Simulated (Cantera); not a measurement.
A Cantera script and what it prints.

```python
import numpy as np
import cantera as ct

gas_names = [...]  # 95 gases of nasa_gas.yaml made of C, F, H
cond_names = """
    C(gr) C6H6(L) C7H8(L) C8H18(L),n-octa
""".split()


# ... load() reads the species with a 1 bar reference pressure and builds the phases ...
atoms = {
    'CH3F': {'C': 1, 'H': 3, 'F': 1},
    'CH4': {'C': 1, 'H': 4},
}
top_T = {'C(gr)': 4500}  # K; cautious upper limits of use, not melting points


# ... equilibrate(T, P, feed) seeds the gas with the atoms and calls Mixture.equilibrate('TP', solver="vcs", rtol=1e-11, max_steps=5000) ...
results = []
feed = {'CH3F': 1, 'CH4': 1.2}  # mol
P = 1000  # Pa
for T in [2673, 2773, 2873, 2973, 3073, 3173, 3273, 3373]:
    mix = equilibrate(T, P, feed)
    results.append((T, P, feed, dict(zip(mix.species_names, mix.species_moles))))
    x = sorted(zip(gas.X, gas.species_names), reverse=True)
    print(f"T = {T:g} K  P = {P:g} Pa  gas = {mix.phase_moles(0):.4g} mol")
    print("   x: " + "  ".join(f"{s} {v:.3e}" for v, s in x if v > 0.001))
    print("   condensed (mol): " + ("  ".join(f"{mix.phase(i).name} {mix.phase_moles(i):.4g}"
          for i in range(1, mix.n_phases) if mix.phase_moles(i) > 1e-12) or "none"))
```

Output:

```
T = 2673 K  P = 1000 Pa  gas = 5.329 mol
   x: H2 4.551e-01  H 3.458e-01  HF 1.872e-01  C2H2,acetylene 9.728e-03
   condensed (mol): C(gr) 2.075
T = 2773 K  P = 1000 Pa  gas = 5.698 mol
   x: H 4.470e-01  H2 3.616e-01  HF 1.746e-01  C2H2,acetylene 1.101e-02  C3 2.258e-03  C2H 1.642e-03
   condensed (mol): C(gr) 2.007
T = 2873 K  P = 1000 Pa  gas = 6.15 mol
   x: H 5.444e-01  H2 2.683e-01  HF 1.609e-01  C2H2,acetylene 1.135e-02  C3 7.571e-03  C2H 3.271e-03  F 1.589e-03  C 1.434e-03
   condensed (mol): C(gr) 1.853
T = 2973 K  P = 1000 Pa  gas = 6.721 mol
   x: H 6.213e-01  H2 1.830e-01  HF 1.456e-01  C3 2.333e-02  C2H2,acetylene 1.052e-02  C2H 5.902e-03  C 3.911e-03  F 2.911e-03  C2 2.358e-03
   condensed (mol): C(gr) 1.425
T = 3073 K  P = 1000 Pa  gas = 7.586 mol
   x: H 6.538e-01  HF 1.259e-01  H2 1.107e-01  C3 6.664e-02  C 9.983e-03  C2H 9.517e-03  C2H2,acetylene 8.464e-03  C2 6.868e-03  F 5.238e-03  C5 1.513e-03
   condensed (mol): C(gr) 0.1493
T = 3173 K  P = 1000 Pa  gas = 8.059 mol
   x: H 6.961e-01  HF 1.137e-01  H2 7.110e-02  C3 6.810e-02  C 1.744e-02  C2 9.855e-03  F 9.270e-03  C2H 7.965e-03  C2H2,acetylene 3.749e-03  CF 1.092e-03  C5 1.079e-03
   condensed (mol): none
T = 3273 K  P = 1000 Pa  gas = 8.428 mol
   x: H 7.244e-01  HF 1.012e-01  C3 6.190e-02  H2 4.517e-02  C 2.833e-02  F 1.582e-02  C2 1.281e-02  C2H 6.123e-03  CF 1.588e-03  C2H2,acetylene 1.557e-03
   condensed (mol): none
T = 3373 K  P = 1000 Pa  gas = 8.783 mol
   x: H 7.389e-01  HF 8.636e-02  C3 5.331e-02  C 4.385e-02  H2 2.844e-02  F 2.535e-02  C2 1.576e-02  C2H 4.517e-03  CF 2.145e-03
   condensed (mol): none
```

Method: chemical equilibrium by Gibbs-energy minimisation in Cantera with the NASA 1993 tables (ideal gas, pure condensed phases).
